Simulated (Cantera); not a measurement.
**Moist CO burnout**

An isothermal, constant-pressure homogeneous reactor starts with CO : O2 : H2O : N2 = 0.0044 : 0.0091 : 0.017 : 1 (molar parts), equivalence ratio 0.24, at 1148 K and 1000000 Pa.

Model: GRI-Mech 3.0 (53 species, 325 reactions), integrated in Cantera.

```csv
t (s),x CO,x O2,x H2O,x NO2,x H,x OH,x O
0.000300,0.00427,0.00883,0.0165,<1e-12,9.08e-11,4.70e-10,8.16e-10
0.000634,0.00427,0.00883,0.0165,<1e-12,2.14e-10,1.09e-9,1.48e-9
0.00134,0.00427,0.00883,0.0165,<1e-12,8.78e-10,4.43e-9,4.99e-9
0.00283,0.00426,0.00883,0.0165,<1e-12,1.15e-8,5.90e-8,5.65e-8
0.00597,0.00414,0.00876,0.0165,2.61e-12,7.01e-8,3.92e-7,2.71e-7
0.0126,0.00379,0.00859,0.0165,2.20e-11,6.68e-8,3.91e-7,2.53e-7
0.0266,0.00316,0.00828,0.0165,9.55e-11,5.65e-8,3.72e-7,2.12e-7
0.0563,0.00223,0.00782,0.0165,3.27e-10,3.85e-8,3.30e-7,1.47e-7
0.119,0.00122,0.00732,0.0165,8.57e-10,1.86e-8,2.60e-7,7.50e-8
0.251,0.000497,0.00696,0.0165,1.60e-9,5.93e-9,1.77e-7,2.59e-8
0.531,0.000152,0.00679,0.0165,2.18e-9,1.40e-9,1.13e-7,6.59e-9
1.12,3.10e-5,0.00673,0.0165,2.31e-9,2.62e-10,7.97e-8,1.33e-9
2.37,2.37e-6,0.00671,0.0165,1.33e-9,2.24e-11,7.34e-8,1.71e-10
5.00,8.90e-10,0.00671,0.0165,3.48e-11,<1e-12,1.47e-7,2.32e-10
```
x: mole fraction; the columns are a selection and need not sum to one.

Equilibrium at this temperature and pressure: CO 8.07e-11, O2 0.00670, H2O 0.0165, NO2 3.18e-7, H <1e-12, OH 1.39e-7, O 2.07e-10 (gas phase only).
